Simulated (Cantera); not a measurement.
Input: 1 mol Si, 1.1 mol Cl₂, 6.6 mol H₂, held at 798 K and 29000 Pa.

Cantera equilibrium calculation (NASA polynomials, part measured and part estimated; ideal gas, pure solids and liquids). Candidate condensed phases: Si; 19 gas species. The tables' values for SiCl₃ are old estimates; treat these amounts as uncertain. Equilibrium is a limit: real reactors are often held back by kinetics, nucleation or transport.

Base state: H₂ 0.914, SiCl₄ 0.0552, SiHCl₃ 0.0283, HCl 0.00157, SiH₂Cl₂ 0.00117, SiCl₃ 3.66e-5, SiH₃Cl 1.11e-5 (mole fractions); condensed: Si(s).

Problem. What changes in the equilibrium state with this change: Si replaced by SiCl₄?

Solution. 
```json
[
 {"species": "H₂", "before": "0.914", "after": "0.632"},
 {"species": "HCl", "before": "0.00157", "after": "0.253"},
 {"species": "SiCl₄", "before": "0.0552", "after": "0.115"},
 {"species": "SiHCl₃", "before": "0.0283", "after": "0.000252"},
 {"species": "SiH₂Cl₂", "before": "0.00117", "after": "4.46e-8"},
 {"species": "SiH₃Cl", "before": "1.11e-5", "after": "<1e-9"},
 {"species": "SiCl₃", "before": "3.66e-5", "after": "3.92e-7"},
 {"species": "Si(s), mol", "before": "0.398", "after": "0"}
]
```
